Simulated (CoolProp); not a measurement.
Model: reference Helmholtz-energy equation of state, Lemmon 2016, in CoolProp.

**Question.** For R115, give the phase and the cp (kJ/(kg K)), cv (kJ/(kg K)), speed of sound (m/s), Joule-Thomson coefficient (K/MPa) at 469.2 K and 12.4 kPa; 233.6 K and 1170 kPa.

**Answer.** 
- 469.2 K and 12.4 kPa: gas; cp 0.900, cv 0.846, speed of sound 164, Joule-Thomson coefficient 4.15
- 233.6 K and 1170 kPa: liquid; cp 0.931, cv 0.629, speed of sound 621, Joule-Thomson coefficient -0.332
